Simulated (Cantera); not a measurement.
Input (Python, Cantera) and output of one run.

```python
import numpy as np
import cantera as ct

gas_names = """
    H HO2 H2 H2O H2O2 O OH O2 O3 Pb PbO Pb2
""".split()
cond_names = """
    H2O(s) H2O(L) Pb(cr) Pb(L) PbO(rd) PbO(yw) PbO(L) PbO2(s) Pb3O4(s)
""".split()


# ... load() reads the species with a 1 bar reference pressure and builds the phases ...
atoms = {
    'Pb': {'Pb': 1},
    'O2': {'O': 2},
    'H2': {'H': 2},
}
top_T = {'Pb3O4(s)': 820}  # K; cautious upper limits of use, not melting points


# ... equilibrate(T, P, feed) seeds the gas with the atoms and calls Mixture.equilibrate('TP', solver="vcs", rtol=1e-11, max_steps=5000) ...
results = []
feed = {'Pb': 1, 'O2': 0.84, 'H2': 59}  # mol
P = 39000  # Pa
for T in [775, 875, 975, 1075, 1175, 1275, 1375, 1475, 1575]:
    mix = equilibrate(T, P, feed)
    results.append((T, P, feed, dict(zip(mix.species_names, mix.species_moles))))
    x = sorted(zip(gas.X, gas.species_names), reverse=True)
    print(f"T = {T:g} K  P = {P:g} Pa  gas = {mix.phase_moles(0):.4g} mol")
    print("   x: " + "  ".join(f"{s} {v:.3e}" for v, s in x if v > 1e-06))
    print("   condensed (mol): " + ("  ".join(f"{mix.phase(i).name} {mix.phase_moles(i):.4g}"
          for i in range(1, mix.n_phases) if mix.phase_moles(i) > 1e-12) or "none"))
```

It prints:

```
T = 775 K  P = 39000 Pa  gas = 59 mol
   x: H2 9.715e-01  H2O 2.847e-02
   condensed (mol): Pb(L) 1
T = 875 K  P = 39000 Pa  gas = 59 mol
   x: H2 9.715e-01  H2O 2.847e-02  Pb 1.729e-06
   condensed (mol): Pb(L) 0.9999
T = 975 K  P = 39000 Pa  gas = 59 mol
   x: H2 9.715e-01  H2O 2.847e-02  Pb 2.350e-05
   condensed (mol): Pb(L) 0.9986
T = 1075 K  P = 39000 Pa  gas = 59.01 mol
   x: H2 9.713e-01  H2O 2.847e-02  Pb 1.947e-04
   condensed (mol): Pb(L) 0.9885
T = 1175 K  P = 39000 Pa  gas = 59.07 mol
   x: H2 9.704e-01  H2O 2.844e-02  Pb 1.117e-03
   condensed (mol): Pb(L) 0.934
T = 1275 K  P = 39000 Pa  gas = 59.29 mol
   x: H2 9.668e-01  H2O 2.834e-02  Pb 4.836e-03  H 1.161e-06
   condensed (mol): Pb(L) 0.7132
T = 1375 K  P = 39000 Pa  gas = 60 mol
   x: H2 9.553e-01  H2O 2.800e-02  Pb 1.666e-02  H 5.363e-06  Pb2 2.887e-06
   condensed (mol): none
T = 1475 K  P = 39000 Pa  gas = 60 mol
   x: H2 9.553e-01  H2O 2.800e-02  Pb 1.666e-02  H 2.030e-05  Pb2 2.009e-06
   condensed (mol): none
T = 1575 K  P = 39000 Pa  gas = 60 mol
   x: H2 9.553e-01  H2O 2.800e-02  Pb 1.666e-02  H 6.504e-05  Pb2 1.461e-06
   condensed (mol): none
```

Equilibrium computed with Cantera from the NASA thermochemical tables; the gas is ideal and each condensed phase is pure.
